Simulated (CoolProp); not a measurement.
Vapour-liquid equilibrium of cyclohexane (1) + dimethyl carbonate (2) at 0.359 bar; x and y are mole fractions of (1).

Values from CoolProp's multi-fluid Helmholtz-energy mixture model, Zhou 2014 and Zhou 2011; pair parameters Bell 2016.

### Question
Give the bubble temperature and the first vapour's composition at x = 0.2, 0.275, 0.5. Is there an azeotrope?

### Answer
x = 0.2: 319.7 K, y = 0.520; x = 0.275: 318.3 K, y = 0.568; x = 0.5: 316.9 K, y = 0.623. y crosses x between x = 0.575 and 0.65: the model has an azeotrope there.

Pair parameters are fitted to limited data, so mixtures are less certain than the pure fluids.
